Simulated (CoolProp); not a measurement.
Vapour-liquid equilibrium of n-heptane (1) + o-xylene (2) at 203.55 °C; x and y are mole fractions of (1).

Values from CoolProp's multi-fluid Helmholtz-energy mixture model, Span 2003 and Zhou 2012; pair parameters Bell 2016.

```csv
x,bubble pressure (kPa),y at the bubble point,dew pressure at overall composition x (kPa),liquid density (mol/L)
0.05,430.3,0.129,403.9,6.572
0.2,543.8,0.392,456.6,6.293
0.35,645.0,0.559,522.6,6.020
0.5,738.8,0.684,606.1,5.754
0.65,829.1,0.788,711.5,5.493
0.8,918.8,0.881,840.3,5.236
0.95,1010,0.970,989.0,4.981
```

No azeotrope shows between x = 0.05 and 0.95.

Pair parameters are fitted to limited data, so mixtures are less certain than the pure fluids.
